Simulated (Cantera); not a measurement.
Feed: 1 mol CaCl2, 2.7 mol H2O, 0.42 mol H2, held at 1850 K and 0.100 bar.

These are equilibrium values from Cantera (NASA tables, ideal gas, pure condensed phases), not measurements of a reactor. Candidate condensed phases: Ca, CaCl2, CaO, Ca(OH)2, H2O; 21 gas species. Condensed phases not in the tables: oxide chlorides. Rates play no part.

Base state: H2O 0.521, HCl 0.265, CaCl2 0.109, H2 0.102, Cl 0.00107, H 0.000545, OH 0.000205, CaCl 1.64e-5 (mole fractions); condensed: CaO(s).

Q: What changes in the equilibrium state with this change: pressure from 0.100 bar to 14.0 mbar?

A: 
```
species        before     after
-----------  --------  --------
H2O             0.521     0.520
HCl             0.265     0.264
CaCl2           0.109     0.109
Cl            0.00107   0.00285
H2              0.102     0.103
O2            1.87e-6   1.31e-5
H            0.000545   0.00146
CaCl          1.64e-5   4.37e-5
OH           0.000205  0.000546
CaO(s), mol     0.549     0.551
```
